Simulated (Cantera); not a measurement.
HBr + O2 + N2 (abatement and gas-phase synthesis)

Input: 1 mol HBr, a varied amount of O2, 0.63 mol N2, equilibrated at 2973 K and 10.0 mbar.

Method: chemical equilibrium by Gibbs-energy minimisation in Cantera with the NASA 1993 tables (ideal gas, pure condensed phases). Candidate condensed phases: Br2, H2O; 27 gas species. Kinetics and transport are ignored.

| n(O2) (mol) | x Br | x O | x H | x N2 | x O2 | x H2 | x OH | x NO |
|---|---|---|---|---|---|---|---|---|
| 0.086 | 0.372 | 0.0454 | 0.280 | 0.239 | 0.00193 | 0.0372 | 0.00980 | 0.00244 |
| 0.22 | 0.346 | 0.103 | 0.252 | 0.220 | 0.00995 | 0.0300 | 0.0200 | 0.00531 |
| 0.36 | 0.323 | 0.151 | 0.229 | 0.203 | 0.0214 | 0.0248 | 0.0266 | 0.00748 |
| 0.49 | 0.303 | 0.187 | 0.211 | 0.190 | 0.0330 | 0.0212 | 0.0305 | 0.00898 |
| 0.63 | 0.285 | 0.220 | 0.196 | 0.177 | 0.0456 | 0.0182 | 0.0333 | 0.0102 |
| 0.76 | 0.270 | 0.246 | 0.184 | 0.167 | 0.0571 | 0.0161 | 0.0350 | 0.0111 |
| 0.9 | 0.255 | 0.271 | 0.173 | 0.157 | 0.0690 | 0.0142 | 0.0361 | 0.0118 |
| 1 | 0.246 | 0.286 | 0.166 | 0.151 | 0.0771 | 0.0130 | 0.0366 | 0.0122 |
| 1.2 | 0.229 | 0.313 | 0.153 | 0.140 | 0.0924 | 0.0111 | 0.0370 | 0.0129 |
| 1.3 | 0.222 | 0.325 | 0.148 | 0.135 | 0.0996 | 0.0104 | 0.0371 | 0.0131 |
| 1.4 | 0.214 | 0.336 | 0.143 | 0.130 | 0.106 | 0.00966 | 0.0370 | 0.0133 |
| 1.6 | 0.202 | 0.356 | 0.134 | 0.121 | 0.119 | 0.00847 | 0.0367 | 0.0137 |
x: gas mole fraction; nothing condenses.

From 0.086 mol O2 to 1.6 mol O2 nothing is condensed.
